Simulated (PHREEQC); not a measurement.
Dissolve 0.004 mol/kgw MgSO4, 3.3e-05 mol/kgw KCl and 0.00033 mol/kgw H4SiO4 at 25 °C. Closed to the air; pH follows from the charge balance.

Equilibrium calculation in PHREEQC: ion-association model, phreeqc.dat.

| quantity | before | after |
|---|---|---|
| pH | 6.62 | 6.31 |
| ionic strength (mol/kgw) | 0.0123 | 0.0103 |
| H3SiO4- (mol/kgw) | 2.31e-7 | 2.96e-7 |
| SI of Chalcedony (SiO2) | +0.07 | -0.29 |

What was changed between the two runs?
(A) temperature from 25 to 60 °C
(B) 7.5e-05 mol/kgw NH3 added
(C) MgSO4 from 0.004 to 0.02 mol/kgw
(D) MgSO4 left out

A, temperature from 25 to 60 °C

No solid was allowed to form. Some of these states are supersaturated (in Quartz (slow to form), Chalcedony (slow to form), for instance). Away from 25 °C the constants follow the database's enthalpies or fits; those with neither stay at their 25 °C values.
